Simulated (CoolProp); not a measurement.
Computed with CoolProp (reference Helmholtz-energy equation of state, Lemmon and Jacobsen 2000).

**Question.** Give the vapour pressure (MPa), vapour density (kg/m³), surface tension (mN/m) of saturated R143a at 228.8 K.

**Answer.** 
| T (K) | p (MPa) | vapour density (kg/m³) | surface tension (mN/m) |
|---|---|---|---|
| 228.8 | 0.116 | 5.41 | 13.9 |

Surface tension comes from a separate correlation (Mulero 2014).
